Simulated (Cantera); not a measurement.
Feed: 1 mol toluene, 1.6 mol CO2, 0.92 mol N2, held at 0.133 bar.

These are equilibrium values from Cantera (NASA tables, ideal gas, pure condensed phases), not measurements of a reactor. Candidate condensed phases: C, C6H6, C7H8, C8H18, H2O; 136 gas species. Equilibrium is a limit: real reactors are often held back by kinetics, nucleation or transport.

log p: log10 of the partial pressure in bar; n: condensed amount in mol.

```json
[
 {"T (°C)": "575", "log p H2": "-1.20", "log p CO": "-1.61", "log p N2": "-1.74", "log p H": "-11.32", "log p CO2": "-1.86", "log p H2O": "-1.94", "log p HCN": "-8.00", "log p CH4": "-2.60", "log p C2H2 (acetylene)": "-12.25", "n C(graphite)": "6.54"},
 {"T (°C)": "725", "log p H2": "-1.19", "log p CO": "-1.30", "log p N2": "-1.81", "log p H": "[?]", "log p CO2": "[?]", "log p H2O": "[?]", "log p HCN": "[?]", "log p CH4": "[?]", "log p C2H2 (acetylene)": "[?]", "n C(graphite)": "5.54"},
 {"T (°C)": "875", "log p H2": "-1.18", "log p CO": "-1.28", "log p N2": "-1.82", "log p H": "-7.74", "log p CO2": "-3.95", "log p H2O": "-3.78", "log p HCN": "-5.89", "log p CH4": "-3.99", "log p C2H2 (acetylene)": "-8.61", "n C(graphite)": "5.41"},
 {"T (°C)": "1025", "log p H2": "-1.18", "log p CO": "-1.28", "log p N2": "-1.82", "log p H": "-6.56", "log p CO2": "-4.84", "log p H2O": "-4.49", "log p HCN": "-5.19", "log p CH4": "-4.46", "log p C2H2 (acetylene)": "-7.44", "n C(graphite)": "5.40"},
 {"T (°C)": "1175", "log p H2": "-1.18", "log p CO": "-1.28", "log p N2": "-1.82", "log p H": "-5.63", "log p CO2": "-5.53", "log p H2O": "-5.06", "log p HCN": "-4.64", "log p CH4": "-4.84", "log p C2H2 (acetylene)": "-6.51", "n C(graphite)": "5.40"},
 {"T (°C)": "1325", "log p H2": "-1.18", "log p CO": "-1.28", "log p N2": "-1.82", "log p H": "[?]", "log p CO2": "[?]", "log p H2O": "[?]", "log p HCN": "[?]", "log p CH4": "[?]", "log p C2H2 (acetylene)": "[?]", "n C(graphite)": "5.40"},
 {"T (°C)": "1475", "log p H2": "-1.18", "log p CO": "-1.28", "log p N2": "-1.82", "log p H": "-4.23", "log p CO2": "-6.55", "log p H2O": "-5.89", "log p HCN": "-3.83", "log p CH4": "-5.40", "log p C2H2 (acetylene)": "-5.13", "n C(graphite)": "5.39"},
 {"T (°C)": "1625", "log p H2": "-1.18", "log p CO": "-1.28", "log p N2": "-1.83", "log p H": "-3.70", "log p CO2": "-6.93", "log p H2O": "-6.21", "log p HCN": "-3.52", "log p CH4": "-5.62", "log p C2H2 (acetylene)": "-4.61", "n C(graphite)": "5.38"},
 {"T (°C)": "1775", "log p H2": "-1.19", "log p CO": "-1.28", "log p N2": "-1.83", "log p H": "-3.24", "log p CO2": "-7.25", "log p H2O": "-6.48", "log p HCN": "-3.26", "log p CH4": "-5.80", "log p C2H2 (acetylene)": "-4.17", "n C(graphite)": "5.36"},
 {"T (°C)": "1925", "log p H2": "-1.19", "log p CO": "-1.28", "log p N2": "-1.84", "log p H": "-2.85", "log p CO2": "-7.53", "log p H2O": "-6.72", "log p HCN": "-3.04", "log p CH4": "-5.97", "log p C2H2 (acetylene)": "-3.79", "n C(graphite)": "5.32"},
 {"T (°C)": "2075", "log p H2": "-1.21", "log p CO": "-1.28", "log p N2": "-1.85", "log p H": "-2.51", "log p CO2": "-7.77", "log p H2O": "-6.93", "log p HCN": "-2.85", "log p CH4": "-6.12", "log p C2H2 (acetylene)": "-3.47", "n C(graphite)": "5.26"},
 {"T (°C)": "2225", "log p H2": "-1.23", "log p CO": "-1.29", "log p N2": "-1.87", "log p H": "-2.22", "log p CO2": "-7.98", "log p H2O": "-7.13", "log p HCN": "-2.70", "log p CH4": "-6.28", "log p C2H2 (acetylene)": "-3.20", "n C(graphite)": "5.18"},
 {"T (°C)": "2375", "log p H2": "-1.26", "log p CO": "-1.30", "log p N2": "-1.89", "log p H": "-1.96", "log p CO2": "-8.18", "log p H2O": "-7.32", "log p HCN": "-2.57", "log p CH4": "-6.44", "log p C2H2 (acetylene)": "-2.97", "n C(graphite)": "5.06"},
 {"T (°C)": "2525", "log p H2": "-1.31", "log p CO": "-1.31", "log p N2": "-1.92", "log p H": "-1.75", "log p CO2": "-8.36", "log p H2O": "-7.52", "log p HCN": "-2.48", "log p CH4": "-6.63", "log p C2H2 (acetylene)": "-2.79", "n C(graphite)": "4.91"}
]
```

Q: Complete the blanks.

A: 
- 1325, log p H: -4.87
- 1325, log p CO2: -6.09
- 1325, log p H2O: -5.52
- 1325, log p HCN: -4.20
- 1325, log p CH4: -5.15
- 1325, log p C2H2 (acetylene): -5.75
- 725, log p H: -9.26
- 725, log p CO2: -2.84
- 725, log p H2O: -2.88
- 725, log p HCN: -6.80
- 725, log p CH4: -3.38
- 725, log p C2H2 (acetylene): -10.15
